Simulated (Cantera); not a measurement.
A Cantera script and what it prints.

```python
import numpy as np
import cantera as ct

gas_names = [...]  # 151 gases of nasa_gas.yaml made of C, H, N, O, Si
cond_names = """
    C(gr) C6H6(L) C7H8(L) C8H18(L),n-octa H2O(s) H2O(L) Si(cr) Si(L) SiC(b) SiO2(Lqz) SiO2(hqz) SiO2(L)
    Si2N2O(s) Si3N4(a)
""".split()


# ... load() reads the species with a 1 bar reference pressure and builds the phases ...
atoms = {
    'Si3N4': {'Si': 3, 'N': 4},
    'CO2': {'C': 1, 'O': 2},
    'H2': {'H': 2},
}
top_T = {'C(gr)': 4500, 'SiC(b)': 3050, 'Si2N2O(s)': 2100, 'Si3N4(a)': 2400}  # K; cautious upper limits of use, not melting points


# ... equilibrate(T, P, feed) seeds the gas with the atoms and calls Mixture.equilibrate('TP', solver="vcs", rtol=1e-11, max_steps=5000) ...
results = []
feed = {'Si3N4': 1, 'CO2': 0.17, 'H2': 33}  # mol
P = 100000  # Pa
for T in [1873, 1898, 1923, 1948, 1973, 1998, 2023, 2048, 2073, 2098, 2123, 2148]:
    mix = equilibrate(T, P, feed)
    results.append((T, P, feed, dict(zip(mix.species_names, mix.species_moles))))

top = {s: max(r[3][s] / sum(r[3][g] for g in gas_names) for r in results) for s in gas_names}
cols = sorted((s for s in top if top[s] > 1e-05), key=lambda s: -top[s])[:9]
seen = [c for c in cond_names if any(r[3].get(c, 0) > 1e-12 for r in results)]
print("log10 of partial pressures in bar; condensed amounts in mol")
print(f"{'T/K':>10s}" + "".join(f"{s[:9]:>10s}" for s in cols + seen))
for T, P, feed, n in results:
    ng = sum(n[g] for g in gas_names)
    print(f"{T:10.4g}" + "".join(f"{np.log10(max(n[s] / ng * P / 1e5, 1e-99)):10.3f}" for s in cols)
          + "".join(f"{n.get(c, 0):10.4g}" for c in seen))
```

It prints:

```
log10 of partial pressures in bar; condensed amounts in mol
       T/K        H2        N2       SiO         H        CO       HCN        Si      SiH2       SiH     Si(L)    SiC(b) Si2N2O(s)  Si3N4(a)
      1873    -0.013    -1.559    -3.004    -3.197    -3.795    -4.328    -5.055    -4.322    -5.092     1.061    0.1622    0.3009    0.3797
      1898    -0.019    -1.398    -2.849    -3.116    -3.577    -4.157    -4.911    -4.259    -4.979      1.72    0.1577     0.282     0.169
      1923    -0.024    -1.298    -2.640    -3.038    -3.308    -4.019    -4.770    -4.196    -4.870     2.282    0.1486     0.243         0
      1948    -0.027    -1.278    -2.361    -2.960    -2.970    -3.922    -4.634    -4.133    -4.762     2.417    0.1272    0.1495         0
      1973    -0.030    -1.248    -2.125    -2.885    -2.676    -3.822    -4.501    -4.072    -4.657      2.64   0.08901         0         0
      1998    -0.031    -1.248    -2.138    -2.810    -2.633    -3.738    -4.371    -4.010    -4.553     2.656   0.07995         0         0
      2023    -0.031    -1.249    -2.152    -2.737    -2.593    -3.657    -4.245    -3.949    -4.452     2.672   0.07031         0         0
      2048    -0.031    -1.249    -2.167    -2.665    -2.554    -3.577    -4.122    -3.889    -4.353     2.689   0.06012         0         0
      2073    -0.031    -1.249    -2.182    -2.596    -2.518    -3.499    -4.001    -3.831    -4.257     2.706   0.04936         0         0
      2098    -0.031    -1.250    -2.199    -2.528    -2.484    -3.423    -3.884    -3.775    -4.163     2.724   0.03805         0         0
      2123    -0.032    -1.250    -2.217    -2.461    -2.452    -3.349    -3.770    -3.720    -4.072     2.741   0.02617         0         0
      2148    -0.032    -1.251    -2.235    -2.396    -2.423    -3.277    -3.658    -3.666    -3.983     2.759    0.0137         0         0
```

Equilibrium computed with Cantera from the NASA thermochemical tables; the gas is ideal and each condensed phase is pure. Mutual solubility and eutectic melting of coexisting phases are not modelled. Gases not in the tables: Si2H6 and higher silanes.
